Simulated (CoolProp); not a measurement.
A Linde-Hampson liquefier for methane: isothermal reversible compression at 280 K from 1 atm to 10 MPa, throttling to 1 atm, return gas leaving the recuperator 0 K below the feed. Each further row changes one setting.

The numbers come from the reference Helmholtz-energy equation of state, Setzmann 1991 in CoolProp.

| case | liquid yield per pass | compression work (kJ/kg of gas) |
|---|---|---|
| as stated | 0.134 | 636 |
| high pressure 20 MPa | 0.239 | 714 |
| warm-end temperature 310 K | 0.098 | 716 |
| warm-end gap 5 K | 0.123 | 636 |
